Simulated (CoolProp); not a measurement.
A single-stage vapour-compression cycle with hydrogen chloride: evaporating at 193.15 K (dew point), condensing at 252.15 K (bubble point), superheat 2 K, subcooling 5 K, compressor efficiency 0.6, no pressure losses. Each further row changes one setting.

Model: reference Helmholtz-energy equation of state, Thol 2018, in CoolProp.

```json
[
 {"case": "as stated", "cooling COP": "1.43", "pressure ratio": "10.7", "discharge temperature (K)": "499.5", "refrigerating effect (kJ/kg)": "347", "volumetric capacity (kJ/m³)": "1080"},
 {"case": "evaporating temperature 198.15 K", "cooling COP": "1.66", "pressure ratio": "8.28", "discharge temperature (K)": "?", "refrigerating effect (kJ/kg)": "350", "volumetric capacity (kJ/m³)": "1380"},
 {"case": "condensing temperature 247.15 K", "cooling COP": "1.61", "pressure ratio": "?", "discharge temperature (K)": "472.6", "refrigerating effect (kJ/kg)": "356", "volumetric capacity (kJ/m³)": "1100"},
 {"case": "subcooling 10 K", "cooling COP": "1.47", "pressure ratio": "10.7", "discharge temperature (K)": "499.5", "refrigerating effect (kJ/kg)": "356", "volumetric capacity (kJ/m³)": "1100"},
 {"case": "superheat 12 K", "cooling COP": "?", "pressure ratio": "10.7", "discharge temperature (K)": "527.1", "refrigerating effect (kJ/kg)": "356", "volumetric capacity (kJ/m³)": "?"},
 {"case": "compressor efficiency 0.5", "cooling COP": "1.19", "pressure ratio": "10.7", "discharge temperature (K)": "558.3", "refrigerating effect (kJ/kg)": "347", "volumetric capacity (kJ/m³)": "1080"}
]
```

Q: What belongs in the gaps?

A: 
- evaporating temperature 198.15 K, discharge temperature (K): 464.8
- condensing temperature 247.15 K, pressure ratio: 9.20
- superheat 12 K, cooling COP: 1.39
- superheat 12 K, volumetric capacity (kJ/m³): 1040
